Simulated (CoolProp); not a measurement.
Vapour-liquid equilibrium of R134a (1) + R236FA (2) at 317.8 K; x and y are mole fractions of (1).

Values from CoolProp's multi-fluid Helmholtz-energy mixture model, Tillner-Roth 1994 and Pan 2012; pair parameters Bell 2016.

```
x     bubble pressure, mixture model (MPa)  bubble pressure, Raoult's law (MPa)  y, mixture model  y, Raoult's law
----  ------------------------------------  -----------------------------------  ----------------  ---------------
0.05                                0.5296                               0.5331             0.093            0.108
0.2                                 0.6179                               0.6304             0.327            0.365
0.35                                0.7091                               0.7277             0.510            0.553
0.5                                 0.8038                               0.8250             0.658            0.697
0.65                                0.9024                               0.9224             0.780            0.810
0.8                                  1.005                                1.020             0.884            0.902
0.95                                 1.113                                1.117             0.973            0.978
```

The largest gap from Raoult's law is -2.6 % in bubble pressure, at x = 0.5. No azeotrope shows between x = 0.05 and 0.95.

Pair parameters are fitted to limited data, so mixtures are less certain than the pure fluids.
